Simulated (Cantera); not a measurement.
Input: 1 mol Si3N4, 12 mol O2, at 1873.15 K and 0.100 bar.

Equilibrium computed with Cantera from the NASA thermochemical tables; the gas is ideal and each condensed phase is pure. Candidate condensed phases: Si, SiO2, Si2N2O, Si3N4; 16 gas species. The tables hold silica as quartz up to 1696 K and as liquid above; real silica turns to tridymite and cristobalite and melts near 1996 K. Kinetics and transport are ignored.

Base state: O2 0.815, N2 0.179, NO 0.00496, O 0.000676 (mole fractions); condensed: SiO2(condensed).

Task: What changes in the equilibrium state with this change: temperature from 1873.15 K to 1598 K?

Result: 
```
species                 before    after
--------------------  --------  -------
O2                       0.815    0.817
N2                       0.179    0.181
NO                     0.00496  0.00181
O                     0.000676  4.05e-5
SiO2(condensed), mol      3.00        0
SiO2(β-quartz), mol          0     3.00
```
